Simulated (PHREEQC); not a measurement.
Model water analysis in mg/L, 20 °C, pH 6.95, pe 8.8: Na 0.367; K 0.0734; Ca 0.339; Mg 0.0274; Cl 0.405; S(6) as SO4 0.418; Alkalinity as HCO3 0.956; Si as SiO2 0.0118.

Valence states are taken as typed.

Model: ion-association model, wateq4f.dat, run in PHREEQC.

Each row changes one thing in this solution. No solid was allowed to form.

```csv
case,CO2 (mol/kgw),CO3-2 (mol/kgw),MgSO4 (mol/kgw),NaSO4- (mol/kgw),H3SiO4- (mol/kgw),NaHCO3 (mol/kgw),SI of Quartz (SiO2)
as made,4.21e-6,6.04e-9,9.42e-10,3.26e-10,2.17e-10,1.39e-10,-2.65
temperature from 20 to 25 °C at the same typed pH,3.92e-6,6.72e-9,1.07e-9,3.36e-10,2.60e-10,1.38e-10,-2.73
pH from 6.95 to 6.65 at the same alkalinity,8.48e-6,3.06e-9,9.42e-10,3.26e-10,1.09e-10,1.40e-10,-2.65
Na from 0.367 to 1.1 mg/L,4.21e-6,6.06e-9,9.33e-10,9.71e-10,2.17e-10,4.15e-10,-2.65
pH from 6.95 to 7.95 at the same alkalinity,4.01e-7,5.75e-8,9.42e-10,3.26e-10,2.15e-9,1.32e-10,-2.66
```
